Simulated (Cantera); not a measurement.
Roasting and sulfation: Fe2O3 + SO3 + O2

Feed: 1 mol Fe2O3, 0.48 mol SO3, 0.14 mol O2, equilibrated at 1050 K.

Cantera equilibrium calculation (NASA polynomials, part measured and part estimated; ideal gas, pure solids and liquids). Candidate condensed phases: Fe, FeO, FeS, FeSO4, FeS2, Fe2O3, Fe2(SO4)3, Fe3O4, S; 12 gas species. Mutual solubility and eutectic melting of coexisting phases are not modelled. The numbers say what is thermodynamically allowed, not how fast it happens.

```tsv
P (Pa)	x O2	x SO2	x SO3	x O	n Fe2O3(s)	n Fe2(SO4)3(s)
1000	0.432	0.532	0.0361	4.39e-9	1.00	0
4600	0.422	0.506	0.0728	2.02e-9	1.00	0
21000	0.403	0.459	0.138	9.27e-10	1.00	0
96000	0.375	0.386	0.239	4.18e-10	1.00	0
440000	0.662	0.122	0.216	2.59e-10	0.866	0.134
2000000	0.942	0.0106	0.0475	1.45e-10	0.843	0.157
```
x: gas mole fraction; n: condensed amount in mol.

From 10.0 mbar to 0.960 bar the condensed part is Fe2O3(s). From 4.40 bar to 20.0 bar the condensed part is Fe2O3(s) + Fe2(SO4)3(s).
